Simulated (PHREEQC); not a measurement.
Make-up at 55 °C: 0.28 mol NH4HF2 and 0.024 mol H2SiF6 per kg of water. Closed to the air; pH follows from the charge balance.

Computed with PHREEQC (ion-association model, phreeqc.dat).

This is a speciation only: nothing precipitates in the calculation.

Question: Predict the pH, density, activity of water.

Answer: pH 2.96; density 0.993 g/cm³; activity of water 0.987.

Question: In which forms is F present?

Answer: HF2- 32 %, HF 30 %, SiF6-2 20 %, F- 17 % of the F.

Complexes and solids missing from the database can't appear. Away from 25 °C the constants follow the database's enthalpies or fits; those with neither stay at their 25 °C values. SiF6-2 is the database's only silicon fluoride.
